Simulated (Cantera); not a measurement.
Feed: 1 mol CS2, 0.034 mol H2, held at 0.00170 bar.

Method: chemical equilibrium by Gibbs-energy minimisation in Cantera with the NASA 1993 tables (ideal gas, pure condensed phases). Candidate condensed phases: C, C6H6, C7H8, C8H18, S; 83 gas species. Kinetics and transport are ignored. All values below are at 1400 K.

Base state: CS2 0.814, S2 0.148, H2 0.0296, CS 0.00436, H2S 0.00287, SH 0.000701, S 0.000110, H 2.03e-5 (mole fractions); condensed: C(graphite).

Question: What changes in the equilibrium state with this change: CS2 replaced by N2O?

Answer: 
```csv
species,before,after
N2,0,0.659
O2,0,0.318
H2O,0,0.0224
CS2,0.814,0
S2,0.148,0
H2,0.0296,4.35e-7
CS,0.00436,0
H2S,0.00287,0
NO,0,0.000815
SH,0.000701,0
"C(graphite), mol",0.153,0
```
Further candidate phases: H2O.
